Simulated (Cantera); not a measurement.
A perfectly stirred reactor is fed with 1.09 % H2, 98.9 % O2, at 0.0178 atm; it is held at 1050 K, and followed from long to short residence time.

Computed with Cantera and GRI-Mech 3.0 (53 species, 325 reactions). Radical loss at walls, strong at low pressure, is not modelled.

One state of this run: x H2 = 0.000241; x O2 = 0.987; x OH = 0.000319; x H2O2 = 4.69e-8; x O = 0.00178; x H2O = 0.0105. x: mole fraction; the columns are a selection and need not sum to one.

Q: Which value of τ (s) does it belong to?
A. 0.071
B. 0.46
C. 0.13
D. 0.24

A: D, 0.24
